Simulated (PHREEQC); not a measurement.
Solution (55 °C): 1.9 mmol/kgw Na2HAsO4, 0.032 mmol/kgw NaOH and 9.7 mmol/kgw NaCl. Closed to the air; pH follows from the charge balance.

Equilibrium calculation in PHREEQC: ion-association model, wateq4f.dat.

No solid was allowed to form.

**Question.** Estimate the pH.

**Answer.** pH 8.78.

**Question.** In which forms is As present?

**Answer.** HAsO4-2 98 %, H2AsO4- 1.4 %, AsO4-3 0.5 % of the As.

Species that the database lacks are ignored. At this temperature some constants are extrapolated from 25 °C, and those without enthalpy data are left unchanged.
